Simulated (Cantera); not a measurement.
An isothermal, constant-pressure homogeneous reactor starts with NO : N2 = 1 : 1.3 (molar parts), at 2048 K and 0.133 bar. Integrator tolerance rtol = 1e-08.

Computed with Cantera and GRI-Mech 3.0 (53 species, 325 reactions).

**Question.** What does this change do: temperature 2048 to 2000 K?

**Answer.** 
```tsv
quantity	before	after
x(NO) at 7.00 s	0.0247 (gas-phase equilibrium 0.00874)	0.0638 (gas-phase equilibrium 0.00770)
x(O) at 7.00 s	0.00120 (gas-phase equilibrium 0.00122)	0.000797 (gas-phase equilibrium 0.000851)
x(NO2) at 7.00 s	1.42e-5 (gas-phase equilibrium 5.11e-6)	3.76e-5 (gas-phase equilibrium 4.87e-6)
x(N2) at 7.00 s	0.770 (gas-phase equilibrium 0.778)	0.750 (gas-phase equilibrium 0.778)
x(N2O) at 7.00 s	3.58e-7 (gas-phase equilibrium 1.78e-7)	1.55e-6 (gas-phase equilibrium 1.57e-7)
x(O2) at 7.00 s	0.204 (gas-phase equilibrium 0.212)	0.185 (gas-phase equilibrium 0.213)
```
